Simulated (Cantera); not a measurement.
Feed: 1 mol CsCl, 1.2 mol HF, 42 mol H₂, at 1125 °C.

Cantera equilibrium calculation (NASA polynomials, part measured and part estimated; ideal gas, pure solids and liquids). Candidate condensed phases: Cs, CsCl, CsF; 22 gas species. Rates play no part.

x: gas mole fraction; nothing condenses.

```
P (Pa)   x H₂    x HF  x CsCl  x H    x HCl      x Cs
------  -----  ------  ------  ---  -------  --------
0.100   0.943  0.0264  0.0192    ?  0.00336   0.00275
0.720   0.947  0.0262  0.0202    ?  0.00241   0.00150
5.20    0.949  0.0260  0.0207    ?  0.00190  0.000729
37      0.950  0.0258  0.0210    ?  0.00166  0.000316
270     0.950  0.0257  0.0211    ?  0.00156  0.000125
1900    0.950  0.0257  0.0211    ?  0.00152   4.85e-5
14000   0.950  0.0257  0.0209    ?  0.00150   1.80e-5
100000  0.951  0.0257  0.0197    ?  0.00146   6.54e-6
```

Q: Complete the blanks.

A: 
- 0.100, x H: 0.00460
- 0.720, x H: 0.00172
- 5.20, x H: 0.000639
- 37, x H: 0.000240
- 270, x H: 8.88e-5
- 1900, x H: 3.35e-5
- 14000, x H: 1.23e-5
- 100000, x H: 4.61e-6
